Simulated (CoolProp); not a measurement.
A simple Rankine cycle with water: condensing at 332.15 K, boiler at 11.7 MPa, turbine inlet 635.7 K, turbine efficiency 0.7, pump efficiency 0.8, no recuperator. Each further row changes one setting.

Model: reference Helmholtz-energy equation of state, Wagner 2002, in CoolProp.

```tsv
case	thermal efficiency (%)	net work (kJ/kg)	heat in (kJ/kg)	turbine exit temperature (K)	volume ratio over the turbine
as stated	25.5	678	2660	332.1	353
turbine inlet 655.7 K	?	?	2740	332.1	335
condensing temperature 324.15 K	26.3	?	2690	324.2	503
boiler pressure 8.19 MPa	24.8	687	2770	332.1	233
turbine efficiency 0.6	21.8	579	2660	332.1	?
```

What belongs in the gaps?


- turbine inlet 655.7 K, thermal efficiency (%): 25.8
- turbine inlet 655.7 K, net work (kJ/kg): 705
- condensing temperature 324.15 K, net work (kJ/kg): 707
- turbine efficiency 0.6, volume ratio over the turbine: 371

The expansion ends wet for: as stated; turbine inlet 655.7 K; condensing temperature 324.15 K; boiler pressure 8.19 MPa; turbine efficiency 0.6.
